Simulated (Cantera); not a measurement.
# Ignition delay

Mixture: 17.2 % CH₃OH, 12.9 % O₂, 69.8 % N₂, equivalence ratio 2.0, at 4.70 bar, adiabatic and at constant volume. Ignition delay is the time to a rise of 400 K.

Detailed kinetics in Cantera: GRI-Mech 3.0 (53 species, 325 reactions). GRI-Mech 3.0 was tuned for natural gas; its chemistry of methanol as a main component is partial and can be far from experiment.

```json
[
 {"T0 (K)": "1223", "delay (ms)": "1.61"},
 {"T0 (K)": "1273", "delay (ms)": "0.743"},
 {"T0 (K)": "1323", "delay (ms)": "0.365"},
 {"T0 (K)": "1373", "delay (ms)": "0.190"},
 {"T0 (K)": "1423", "delay (ms)": "0.105"},
 {"T0 (K)": "1473", "delay (ms)": "0.0608"},
 {"T0 (K)": "1523", "delay (ms)": "0.0369"},
 {"T0 (K)": "1573", "delay (ms)": "0.0234"},
 {"T0 (K)": "1623", "delay (ms)": "0.0154"},
 {"T0 (K)": "1673", "delay (ms)": "0.0104"}
]
```

```
Item                                                     Value
--------------------------------------------------  ----------
apparent activation energy between 1573 and 1673 K  180 kJ/mol
```
